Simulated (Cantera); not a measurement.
An adiabatic, constant-volume homogeneous reactor starts with CH₄ : O₂ : N₂ = 1 : 0.87 : 3.27 (molar parts), equivalence ratio 2.3, at 1725 K and 1.88 atm. Integrator tolerance rtol = 1e-08.

Model: GRI-Mech 3.0 (53 species, 325 reactions), integrated in Cantera.

**Question.** What does this change do: CH4 1 to 0.48 parts?

**Answer.** 
| quantity | before | after |
|---|---|---|
| time of steepest temperature rise | 0.122 ms | 0.102 ms |
| temperature at 2.00 s | 2792 K | 3043 K |
| equilibrium temperature | 2792 K | 3043 K |
| x(CH₄) at 2.00 s | 1.90e-10 (gas-phase equilibrium 2.12e-10) | <1e-12 (gas-phase equilibrium <1e-12) |
| x(O₂) at 2.00 s | 3.07e-5 (gas-phase equilibrium 3.07e-5) | 0.0151 (gas-phase equilibrium 0.0151) |
| x(HO₂) at 2.00 s | 5.30e-8 (gas-phase equilibrium 5.30e-8) | 1.04e-5 (gas-phase equilibrium 1.04e-5) |
| x(H₂O₂) at 2.00 s | 1.37e-8 (gas-phase equilibrium 1.37e-8) | 6.05e-7 (gas-phase equilibrium 6.05e-7) |
| x(NO) at 2.00 s | 0.000357 (gas-phase equilibrium 0.000357) | 0.0123 (gas-phase equilibrium 0.0123) |
Above 3000 K some thermodynamic fits are extrapolated.
